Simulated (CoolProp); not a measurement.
Vapour-liquid equilibrium of carbon dioxide (1) + propane (2) at 262.7 K; x and y are mole fractions of (1).

Model: multi-fluid Helmholtz-energy mixture model, Span 1996 and Lemmon 2009; pair parameters Kunz 2012, in CoolProp.

| x | bubble pressure (bar) | y at the bubble point | dew pressure at overall composition x (bar) | liquid density (mol/L) |
|---|---|---|---|---|
| 0.05 | 5.325 | 0.363 | 3.582 | 12.54 |
| 0.15 | 9.195 | 0.641 | 4.005 | 13.03 |
| 0.25 | 12.71 | 0.749 | 4.535 | 13.57 |
| 0.35 | 15.60 | 0.804 | 5.219 | 14.15 |
| 0.45 | 17.86 | 0.837 | 6.138 | 14.80 |
| 0.55 | 19.61 | 0.861 | 7.437 | 15.55 |
| 0.65 | 21.09 | 0.882 | 9.412 | 16.45 |
| 0.75 | 22.49 | 0.904 | 12.74 | 17.59 |
| 0.85 | 23.92 | 0.932 | 18.79 | 19.08 |
| 0.95 | 25.42 | 0.972 | 24.66 | 21.11 |

No azeotrope shows between x = 0.05 and 0.95.

The pair parameters rest on a limited set of measurements; away from them the model extrapolates.
